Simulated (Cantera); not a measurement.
**Silicon oxide and oxynitride deposition: SiH4 + NO**

Feed: 1 mol SiH4, 10 mol NO, at 0.290 bar.

Cantera equilibrium calculation (NASA polynomials, part measured and part estimated; ideal gas, pure solids and liquids). Candidate condensed phases: H2O, Si, SiO2, Si2N2O, Si3N4; 35 gas species. The tables hold silica as quartz up to 1696 K and as liquid above; real silica turns to tridymite and cristobalite and melts near 1996 K. Gases not in the tables: Si(OH)4. Equilibrium is a limit: real reactors are often held back by kinetics, nucleation or transport.

| T (°C) | log p N2 | log p O2 | log p H2O | log p NO | n SiO2(β-quartz) | n SiO2(condensed) |
|---|---|---|---|---|---|---|
| 1127 | -0.84 | -1.06 | -1.24 | -3.70 | 1.00 | 0 |
| 1177 | -0.84 | -1.06 | -1.24 | -3.58 | 1.00 | 0 |
| 1227 | -0.84 | -1.06 | -1.24 | -3.47 | 1.00 | 0 |
| 1277 | -0.84 | -1.06 | -1.24 | -3.37 | 1.00 | 0 |
| 1327 | -0.84 | -1.06 | -1.24 | -3.27 | 1.00 | 0 |
| 1377 | -0.84 | -1.06 | -1.24 | -3.18 | 1.00 | 0 |
| 1427 | -0.84 | -1.06 | -1.24 | -3.10 | 0 | 1.00 |
| 1477 | -0.84 | -1.06 | -1.24 | -3.02 | 0 | 1.00 |
| 1527 | -0.84 | -1.06 | -1.24 | -2.94 | 0 | 1.00 |
| 1577 | -0.84 | -1.06 | -1.24 | -2.87 | 0 | 1.000 |
| 1627 | -0.84 | -1.07 | -1.24 | -2.80 | 0 | 1.000 |
| 1677 | -0.84 | -1.07 | -1.24 | -2.74 | 0 | 1.000 |
log p: log10 of the partial pressure in bar; n: condensed amount in mol.

From 1127 °C to 1377 °C the condensed part is SiO2(β-quartz). From 1427 °C to 1677 °C the condensed part is SiO2(condensed).
